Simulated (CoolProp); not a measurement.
A simple Rankine cycle with n-butane: condensing at 316.15 K, boiler at 1.85 MPa, turbine inlet 423.3 K, turbine efficiency 0.9, pump efficiency 0.6, no recuperator. Each further row changes one setting.

Model: reference Helmholtz-energy equation of state, Bücker 2006, in CoolProp.

| case | thermal efficiency (%) | net work (kJ/kg) | heat in (kJ/kg) | turbine exit temperature (K) | volume ratio over the turbine |
|---|---|---|---|---|---|
| as stated | 12.1 | 63.8 | 529 | 377.2 | 4.70 |
| turbine inlet 443.3 K | 11.9 | 69.0 | 580 | 398.6 | 4.59 |
| condensing temperature 308.15 K | 13.4 | 73.7 | 549 | 371.3 | 5.85 |
| boiler pressure 1.29 MPa | 9.5 | 51.9 | 545 | 390.3 | 3.15 |
| turbine efficiency 0.8 | 10.6 | 56.2 | 529 | 380.8 | 4.75 |
